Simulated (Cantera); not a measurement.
Input (Python, Cantera) and output of one run.

```python
import numpy as np
import cantera as ct

gas_names = """
    CL CL2 H HCL H2 Si SiCL SiCL2 SiCL3 SiCL4 SiH SiHCL3 SiH2 SiH2CL2 SiH3 SiH3CL SiH4 Si2 Si3
""".split()
cond_names = """
    Si(cr) Si(L)
""".split()


# ... load() reads the species with a 1 bar reference pressure and builds the phases ...
atoms = {
    'Si2Cl6': {'Si': 2, 'CL': 6},
    'Cl2': {'CL': 2},
    'H2': {'H': 2},
}
top_T = {}  # K; cautious upper limits of use, not melting points


# ... equilibrate(T, P, feed) seeds the gas with the atoms and calls Mixture.equilibrate('TP', solver="vcs", rtol=1e-11, max_steps=5000) ...
results = []
T = 973  # K
P = 200  # Pa
for m in [44, 59, 79, 110, 140, 200, 260, 360, 480, 650, 880]:
    feed = {'Si2Cl6': 1, 'Cl2': 0.4, 'H2': m}  # mol
    mix = equilibrate(T, P, feed)
    results.append((T, P, feed, dict(zip(mix.species_names, mix.species_moles))))

top = {s: max(r[3][s] / sum(r[3][g] for g in gas_names) for r in results) for s in gas_names}
cols = sorted((s for s in top if top[s] > 0.001), key=lambda s: -top[s])[:8]
seen = [c for c in cond_names if any(r[3].get(c, 0) > 1e-12 for r in results)]
print("log10 of partial pressures in bar; condensed amounts in mol")
print(f"{'n(H2)':>10s}" + "".join(f"{s[:9]:>10s}" for s in cols + seen))
for T, P, feed, n in results:
    ng = sum(n[g] for g in gas_names)
    print(f"{feed['H2']:10.4g}" + "".join(f"{np.log10(max(n[s] / ng * P / 1e5, 1e-99)):10.3f}" for s in cols)
          + "".join(f"{n.get(c, 0):10.4g}" for c in seen))
```

It prints:

```
log10 of partial pressures in bar; condensed amounts in mol
     n(H2)        H2       HCL     SiCL4    SiHCL3     SiCL2     SiCL3    Si(cr)
        44    -2.727    -4.211    -4.312    -5.078    -5.489    -5.629    0.5535
        59    -2.722    -4.248    -4.470    -5.194    -5.568    -5.747    0.6261
        79    -2.717    -4.287    -4.635    -5.316    -5.651    -5.872     0.714
       110    -2.714    -4.336    -4.838    -5.466    -5.752    -6.024    0.8346
       140    -2.712    -4.375    -4.998    -5.585    -5.832    -6.144    0.9373
       200    -2.709    -4.439    -5.259    -5.779    -5.962    -6.339     1.111
       260    -2.707    -4.492    -5.475    -5.941    -6.071    -6.502     1.251
       360    -2.706    -4.568    -5.783    -6.171    -6.224    -6.732     1.431
       480    -2.704    -4.646    -6.098    -6.406    -6.382    -6.969     1.581
       650    -2.703    -4.741    -6.479    -6.692    -6.573    -7.255     1.715
       880    -2.702    -4.848    -6.909    -7.014    -6.788    -7.577     1.815
```

Method: chemical equilibrium by Gibbs-energy minimisation in Cantera with the NASA 1993 tables (ideal gas, pure condensed phases). The feed counts by its element totals alone. The tables' values for SiCl3 are old estimates; treat these amounts as uncertain.
